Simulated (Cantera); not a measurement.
A perfectly stirred reactor is fed with CH₄ : O₂ : N₂ = 1 : 1.33 : 8.93 (molar parts), equivalence ratio 1.5, at 16.0 bar; it is adiabatic with a 425 K inlet, and is followed from long to short residence time, starting on the burning branch (τ in s: 0.16, 0.062, 0.024, 0.0096, 0.0038, 0.0015, 0.00059, 0.00023, 9.1e-05).

Detailed kinetics in Cantera: GRI-Mech 3.0 (53 species, 325 reactions). The pressure lies above the range GRI-Mech 3.0 was tuned for (to about 10 atm).

Question: What does this change do: N2 8.93 to 6.9 parts?

Answer: 
| quantity | before | after |
|---|---|---|
| blow-out, bracketed by the residence times tried | burning at 3.80 ms, out at 1.50 ms | burning at 1.50 ms, out at 0.590 ms |
| x(CH₄) at τ = 0.160 s | 0.0110 | 0.00576 |
| x(O₂) at τ = 0.160 s | 0.000882 | 0.000207 |
| x(H₂O) at τ = 0.160 s | 0.120 | 0.142 |
| x(CH₂) at τ = 0.160 s | 1.10e-8 | 2.30e-8 |
| x(NO) at τ = 0.160 s | 9.75e-9 | 1.30e-7 |
| x(CH₄) at τ = 3.80 ms | 0.0214 | 0.0129 |
| x(O₂) at τ = 3.80 ms | 0.0207 | 0.00487 |
| x(H₂O) at τ = 3.80 ms | 0.105 | 0.146 |
| x(CH₂) at τ = 3.80 ms | 1.21e-8 | 3.08e-7 |
| x(NO) at τ = 3.80 ms | 7.83e-9 | 1.22e-7 |
